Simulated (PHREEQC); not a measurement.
FeCl3 is added in steps, without added water, to 1 kg of water holding 0.026 mol H3PO4 and 0.00016 mol NaF, at 31 °C. O2 is buffered at 0.21 atm. The system is closed to CO2. Only these solids could form: Fe(OH)3(a), Strengite, Halite.

Base run: PHREEQC, ion-association model, wateq4f.dat. Each further column changes one thing. The table gives FeCl+2 (mol/kgw).

```tsv
FeCl3 added (mol)	base	NaF left out	NaF from 0.00016 to 3.2e-05 mol/kgw	NaF replaced by KF at the same molality	no solid may form
0	0	0	0	0	0
0.003656	2.75e-9	2.80e-9	2.79e-9	2.75e-9	5.99e-7
0.007313	1.95e-8	1.98e-8	1.97e-8	1.95e-8	3.01e-6
0.01097	8.63e-8	8.73e-8	8.71e-8	8.63e-8	8.88e-6
0.01463	3.07e-7	3.10e-7	3.09e-7	3.07e-7	2.19e-5
0.01828	1.01e-6	1.02e-6	1.02e-6	1.01e-6	5.24e-5
0.02072	2.36e-6	2.38e-6	2.37e-6	2.36e-6	9.80e-5
0.02438	1.37e-5	1.40e-5	1.39e-5	1.37e-5	0.000314
0.02803	0.000929	0.000994	0.000981	0.000929	0.00119
0.03169	0.00274	0.00282	0.00280	0.00274	0.00270
0.03534	0.00465	0.00473	0.00471	0.00465	0.00441
0.039	0.00663	0.00671	0.00670	0.00663	0.00622
```

H3PO4, which wateq4f.dat lacks, is added to it with the constant of phreeqc.dat. Fluoro complexes past AlF4- and FeF3 are missing from the database. In at least one series the solution becomes supersaturated in solids that the run did not let form, among them Strengite. Solids allowed in the column 'NaF left out': Fe(OH)3(a), Strengite. Solids allowed in the column 'NaF replaced by KF at the same molality': Fe(OH)3(a), Strengite.
